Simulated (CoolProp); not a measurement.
Model: reference Helmholtz-energy equation of state, de Reuck 1990, in CoolProp.

Give the vapour pressure (MPa), vapour density (kg/m³), enthalpy of vaporisation (kJ/kg), liquid cp (kJ/(kg K)) of saturated fluorine at 91.9, 103.9 K.


```
T (K)  p (MPa)  vapour density (kg/m³)  enthalpy of vaporisation (kJ/kg)  liquid cp (kJ/(kg K))
-----  -------  ----------------------  --------------------------------  ---------------------
91.9     0.209                    11.0                               168                   1.54
103.9    0.579                    28.6                               153                   1.62
```
